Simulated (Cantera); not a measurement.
An adiabatic, constant-volume homogeneous reactor starts with CO : H2 : CH4 : O2 : N2 = 1 : 1.2 : 0.052 : 0.708 : 2.66 (molar parts), equivalence ratio 1.7, at 1650 K and 0.370 bar. Integrator tolerance rtol = 1e-08.

Computed with Cantera and GRI-Mech 3.0 (53 species, 325 reactions).

Task: What does this change do: O2 0.708 to 0.36 parts?

Result: 
```csv
quantity,before,after
time of steepest temperature rise,28.1 µs,47.6 µs
temperature at 0.200 s,2892 K,2592 K
equilibrium temperature,2892 K,2592 K
x(CO) at 0.200 s,0.150 (gas-phase equilibrium 0.150),0.186 (gas-phase equilibrium 0.186)
x(H2) at 0.200 s,0.0647 (gas-phase equilibrium 0.0647),0.140 (gas-phase equilibrium 0.140)
x(CH4) at 0.200 s,<1e-12 (gas-phase equilibrium <1e-12),3.39e-12 (gas-phase equilibrium 3.79e-12)
x(NO2) at 0.200 s,6.56e-7 (gas-phase equilibrium 6.56e-7),5.44e-9 (gas-phase equilibrium 5.44e-9)
x(HCO) at 0.200 s,2.89e-7 (gas-phase equilibrium 2.89e-7),2.42e-7 (gas-phase equilibrium 2.42e-7)
```
